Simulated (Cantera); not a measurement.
A closed system holds: 1 mol CuO, 4.8 mol F2, 6 mol N2, held at 1448 K and 0.000130 bar.

These are equilibrium values from Cantera (NASA tables, ideal gas, pure condensed phases), not measurements of a reactor. Candidate condensed phases: Cu, CuF2, CuO, Cu2O; 22 gas species. Kinetics and transport are ignored.

Base state: F 0.504, N2 0.396, CuF2 0.0641, O2 0.0329, CuF 0.00204, NO 0.000264, O 3.10e-5 (mole fractions); condensed: gas only.

**Question.** What changes in the equilibrium state with this change: F2 from 4.8 to 2.2 mol?

**Answer.** 
```csv
species,before,after
N2,0.396,0.602
F,0.504,0.247
CuF2,0.0641,0.0943
O2,0.0329,0.0500
CuF,0.00204,0.00612
NO,0.000264,0.000401
O,3.10e-5,3.82e-5
```
